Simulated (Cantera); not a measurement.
Input: 1 mol N₂O, 0.14 mol H₂, 0.97 mol N₂, 0.32 mol H₂O, held at 1925 K and 158 Torr.

Method: chemical equilibrium by Gibbs-energy minimisation in Cantera with the NASA 1993 tables (ideal gas, pure condensed phases). Candidate condensed phases: H₂O; 24 gas species. Equilibrium is a limit: real reactors are often held back by kinetics, nucleation or transport.

Base state: N₂ 0.686, H₂O 0.159, O₂ 0.147, NO 0.00483, OH 0.00238, O 0.000308, H₂ 0.000145, H 2.51e-5 (mole fractions); condensed: gas only.

Q: What changes in the equilibrium state with this change: temperature from 1925 K to 3375 K?

A: 
```csv
species,before,after
N₂,0.686,0.528
O,0.000308,0.174
H,2.51e-5,0.138
H₂O,0.159,0.0154
H₂,0.000145,0.0205
OH,0.00238,0.0441
NO,0.00483,0.0287
O₂,0.147,0.0506
N,<1e-9,0.000190
```
